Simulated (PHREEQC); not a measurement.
Consider water at 25 °C with 0.088 mol HF and 0.0052 mol NaF per kg of water. Closed to the air; pH follows from the charge balance.

The numbers come from PHREEQC with the ion-association model, phreeqc.dat.

```tsv
quantity	before	after
pH	2.20	2.43
ionic strength (mol/kgw)	0.0121	0.00927
HF (mol/kgw)	0.0783	0.0815
F- (mol/kgw)	0.00932	0.00683
HF2- (mol/kgw)	0.00280	0.00244
```

Q: Which change was made?
A. NaF from 0.0052 to 0.00052 mol/kgw
B. NaF left out
C. NaF replaced by Na2B4O7 at the same molality
D. NaF replaced by NaHSO4 at the same molality
E. temperature from 25 to 70 °C

A: E, temperature from 25 to 70 °C

This is a speciation only: nothing precipitates in the calculation. Away from 25 °C the constants follow the database's enthalpies or fits; those with neither stay at their 25 °C values.
